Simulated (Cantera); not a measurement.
Input: 1 mol B₂O₃, a varied amount of N₂, 0.37 mol H₂, equilibrated at 1423.15 K and 1.00 bar.

Cantera equilibrium calculation (NASA polynomials, part measured and part estimated; ideal gas, pure solids and liquids). Candidate condensed phases: B, BN, B₂O₃, B₃O₃H₃, H₂O; 39 gas species. N₂ is the only nitrogen source here; it is nearly inert below about 1500 K, so the nitride shown seldom forms there in practice. Mutual solubility and eutectic melting of coexisting phases are not modelled. Gases not in the tables: H₃BO₃. The numbers say what is thermodynamically allowed, not how fast it happens.

x: gas mole fraction; n: condensed amount in mol.

```
n(N₂) (mol)   x N₂    x H₂     x H₂O    x HBO₂  n BN(s)  n B₂O₃(l)
-----------  -----  ------  --------  --------  -------  ---------
0.21         0.361   0.634   0.00364  0.000712  0.00154      0.999
0.38         0.506   0.490   0.00315  0.000662  0.00173      0.999
0.71           ___     ___       ___       ___      ___      0.999
1.3          0.778   0.220   0.00163  0.000476  0.00207      0.999
2.4          0.866   0.132   0.00102  0.000376  0.00221      0.998
4.5          0.924     ___       ___       ___  0.00236      0.998
8.4          0.958  0.0417  0.000331  0.000215  0.00254      0.998
16           0.977  0.0223  0.000179  0.000158  0.00277      0.997
```

Question: Some entries are withheld; supply them.

Answer: 
- 4.5, x H₂: 0.0752
- 4.5, x H₂O: 0.000590
- 4.5, x HBO₂: 0.000287
- 0.71, x N₂: 0.657
- 0.71, x H₂: 0.340
- 0.71, x H₂O: 0.00238
- 0.71, x HBO₂: 0.000576
- 0.71, n BN(s): 0.00191
